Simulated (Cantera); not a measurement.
Input (Python, Cantera) and output of one run.

```python
import numpy as np
import cantera as ct

gas_names = """
    H2O H H2O2
""".split()
cond_names = """
    Sr(a) Sr(b) Sr(L) SrO2H2(s) SrO2H2(L) SrO(s) SrO(L)
""".split()


# ... load() reads the species with a 1 bar reference pressure and builds the phases ...
species = {s.name: s for s in load("nasa_gas.yaml", gas_names) + load("nasa_condensed.yaml", cond_names)}
# Each term lists the table entries of one substance; the one whose range holds T is used.
reactions = {
    '2 H2O(g) + Sr = 2 H(g) + Sr(OH)2':
        [(-2, ['H2O']), (-1, ['Sr(a)', 'Sr(b)', 'Sr(L)']), (2, ['H']), (1, ['SrO2H2(s)', 'SrO2H2(L)'])],
    '2 SrO + 2 H(g) + H2O2(g) = 2 Sr(OH)2':
        [(-2, ['SrO(s)', 'SrO(L)']), (-2, ['H']), (-1, ['H2O2']), (2, ['SrO2H2(s)', 'SrO2H2(L)'])],
}


def pick(names, T):
    return next(species[n] for n in names if species[n].thermo.min_temp <= T <= species[n].thermo.max_temp)


results = []
for label, terms in reactions.items():
    print(label)
    print("     T/K   dH/kJ  dS/(J/K)   dG/kJ   log10 K")
    for T in [300, 923, 948, 973, 998, 1023]:
        used = [(nu, pick(names, T)) for nu, names in terms]
        dH = sum(nu * s.thermo.h(T) for nu, s in used) / 1e6
        dS = sum(nu * s.thermo.s(T) for nu, s in used) / 1e3
        dG = dH - T * dS / 1e3
        logK = -dG * 1e6 / (ct.gas_constant * T * np.log(10))
        results.append((label, T, dH, dS, dG, logK, [s.name for _, s in used]))
        print(f"{T:8g} {dH:8.1f} {dS:8.1f} {dG:8.1f} {logK:8.2f}")
```

Result:

```
2 H2O(g) + Sr = 2 H(g) + Sr(OH)2
     T/K   dH/kJ  dS/(J/K)   dG/kJ   log10 K
     300    -49.2   -106.0    -17.4     3.03
     923      7.0    -22.8     28.0    -1.58
     948      9.2    -20.4     28.5    -1.57
     973     11.3    -18.1     29.0    -1.56
     998     13.5    -15.9     29.4    -1.54
    1023     15.7    -13.8     29.8    -1.52
2 SrO + 2 H(g) + H2O2(g) = 2 Sr(OH)2
     T/K   dH/kJ  dS/(J/K)   dG/kJ   log10 K
     300  -1053.5   -381.0   -939.1   163.52
     923   -986.9   -297.8   -712.0    40.30
     948   -984.4   -295.1   -704.6    38.82
     973   -981.9   -292.5   -697.3    37.43
     998   -979.4   -290.0   -690.0    36.11
    1023   -976.9   -287.5   -682.8    34.86
```

Standard-state values (1 bar) from the NASA 1993 polynomials, evaluated with Cantera. Condensed species are held in their standard states even where they would react or evaporate.
